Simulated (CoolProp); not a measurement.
A simple Rankine cycle with n-heptane: condensing at 328.15 K, boiler at 1.56 MPa, turbine inlet 599 K, turbine efficiency 0.75, pump efficiency 0.7, no recuperator. Each further row changes one setting.

Computed with CoolProp (reference Helmholtz-energy equation of state, Span 2003). It is a short technical equation, of lower accuracy than the large ones.

```csv
case,thermal efficiency (%),net work (kJ/kg),heat in (kJ/kg),turbine exit temperature (K),volume ratio over the turbine
as stated,14.4,137,954,538.0,71.1
condensing temperature 320.15 K,15.2,148,973,534.0,97.8
boiler pressure 1.09 MPa,13.3,129,965,545.1,47.6
turbine efficiency 0.65,12.4,118,954,545.0,72.0
```
